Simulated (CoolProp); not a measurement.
Propylene glycol along the isobar 0.101 MPa: Z from the reference equation and from simpler models built on Tc = 674.0 K, pc = 7.292 MPa, ω = 0.327; each cubic takes its own stable root.

Computed with CoolProp (reference Helmholtz-energy equation of state, Eisenbach 2021).

```json
[
 {"T (K)": "289.5", "phase": "liquid", "reference": "0.003073", "van der Waals": "0.004740", "Soave-Redlich-Kwong": "0.003115", "Peng-Robinson": "0.002776"},
 {"T (K)": "309.3", "phase": "liquid", "reference": "0.002918", "van der Waals": "0.9754", "Soave-Redlich-Kwong": "?", "Peng-Robinson": "0.002630"},
 {"T (K)": "329.2", "phase": "liquid", "reference": "0.002784", "van der Waals": "0.9786", "Soave-Redlich-Kwong": "0.002814", "Peng-Robinson": "0.002503"},
 {"T (K)": "349", "phase": "liquid", "reference": "0.002668", "van der Waals": "?", "Soave-Redlich-Kwong": "0.002695", "Peng-Robinson": "0.002395"},
 {"T (K)": "368.9", "phase": "liquid", "reference": "?", "van der Waals": "0.9834", "Soave-Redlich-Kwong": "0.002591", "Peng-Robinson": "?"},
 {"T (K)": "388.7", "phase": "liquid", "reference": "0.002478", "van der Waals": "0.9852", "Soave-Redlich-Kwong": "0.002504", "Peng-Robinson": "0.002221"},
 {"T (K)": "408.5", "phase": "liquid", "reference": "?", "van der Waals": "0.9868", "Soave-Redlich-Kwong": "0.002429", "Peng-Robinson": "0.002153"},
 {"T (K)": "428.4", "phase": "liquid", "reference": "0.002335", "van der Waals": "0.9881", "Soave-Redlich-Kwong": "?", "Peng-Robinson": "0.9798"},
 {"T (K)": "448.2", "phase": "liquid", "reference": "0.002278", "van der Waals": "0.9893", "Soave-Redlich-Kwong": "0.9829", "Peng-Robinson": "0.9822"}
]
```

Task: Complete the blanks.

Result: 
- 309.3, Soave-Redlich-Kwong: 0.002953
- 349, van der Waals: 0.9812
- 368.9, reference: 0.002566
- 368.9, Peng-Robinson: 0.002301
- 408.5, reference: 0.002401
- 428.4, Soave-Redlich-Kwong: 0.9805

At some of these states van der Waals, Soave-Redlich-Kwong, Peng-Robinson gives the other phase, because its saturation line lies elsewhere.
